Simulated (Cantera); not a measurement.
**Thermodynamics of halide evaporation, hydrolysis and transport, feed MgCl₂ + O₂ + N₂**

A closed system holds: 1 mol MgCl₂, 1.1 mol O₂, 5.5 mol N₂, at 0.00623 Torr.

Method: chemical equilibrium by Gibbs-energy minimisation in Cantera with the NASA 1993 tables (ideal gas, pure condensed phases). Candidate condensed phases: Mg, MgCl₂, MgO; 18 gas species. The numbers say what is thermodynamically allowed, not how fast it happens.

```csv
T (K),x N₂,x Cl,x O,x Mg,x O₂,x MgCl₂,n MgO(s)
1700,0.682,0.217,0.00437,0.000284,0.0793,0.0153,0.874
1775,0.677,0.219,0.00918,0.00257,0.0764,0.0134,0.869
1850,0.655,0.216,0.0185,0.0191,0.0764,0.0111,0.741
1925,0.568,0.194,0.0388,0.0958,0.0925,0.00607,0
2000,0.554,0.199,0.0644,0.0991,0.0769,0.00105,0
2075,0.543,0.198,0.0976,0.0984,0.0581,0.000185,0
2150,0.533,0.194,0.133,0.0969,0.0384,3.57e-5,0
```
x: gas mole fraction; n: condensed amount in mol.

From 1700 K to 1850 K the condensed part is MgO(s). From 1925 K to 2150 K nothing is condensed. The main Mg-bearing gas is MgCl₂ at 1700 K and Mg at 2150 K.
